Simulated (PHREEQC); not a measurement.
Make-up at 80 °C: 0.0035 mol/kgw HF, 5.9e-05 mol/kgw KF and 3e-05 mol/kgw H2SO4. Closed to the air; pH follows from the charge balance.

Model: ion-association model, phreeqc.dat, run in PHREEQC.

Each row changes one thing in this solution. This is a speciation only: nothing precipitates in the calculation.

```tsv
case	pH	ionic strength (mol/kgw)	HF (mol/kgw)	F- (mol/kgw)	SO4-2 (mol/kgw)	HF2- (mol/kgw)
as made	3.10	0.000898	0.00273	0.000812	2.34e-5	9.49e-6
temperature from 80 to 50 °C	2.99	0.00115	0.00248	0.00105	2.59e-5	1.13e-5
HF from 0.0035 to 0.00385 mol/kgw	3.08	0.000943	0.00303	0.000856	2.32e-5	1.11e-5
H2SO4 replaced by Li2SO4 at the same molality	3.12	0.000925	0.00270	0.000838	2.36e-5	9.70e-6
KF replaced by Cu(BF4)2 at the same molality	3.09	0.00104	0.00304	0.000882	2.31e-5	1.15e-5
temperature from 80 to 35 °C	2.94	0.00128	0.00235	0.00118	2.67e-5	1.14e-5
HF from 0.0035 to 0.00035 mol/kgw	3.68	0.000300	0.000194	0.000214	2.78e-5	1.78e-7
temperature from 80 to 25 °C	2.91	0.00137	0.00226	0.00128	2.71e-5	1.11e-5
```

Away from 25 °C the constants follow the database's enthalpies or fits; those with neither stay at their 25 °C values.
